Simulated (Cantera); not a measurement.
Input: 1 mol SiH₂Cl₂, 0.042 mol C₂H₄, 150 mol H₂, equilibrated at 1748.15 K.

These are equilibrium values from Cantera (NASA tables, ideal gas, pure condensed phases), not measurements of a reactor. Candidate condensed phases: C, C₆H₆, C₇H₈, C₈H₁₈, Si, SiC; 109 gas species. Mutual solubility and eutectic melting of coexisting phases are not modelled. The tables' values for SiCl are old estimates; treat these amounts as uncertain. Gases not in the tables: Si₂H₆ and higher silanes. Kinetics and transport are ignored.

Problem. At 10.0 mbar, list the 5 most abundant gas species with their mole fractions, and the condensed phases.

Solution. H₂ 0.985, HCl 0.0121, H 0.00227, SiCl₂ 0.000495, Si 0.000146. Condensed: Si(l) + SiC(s).
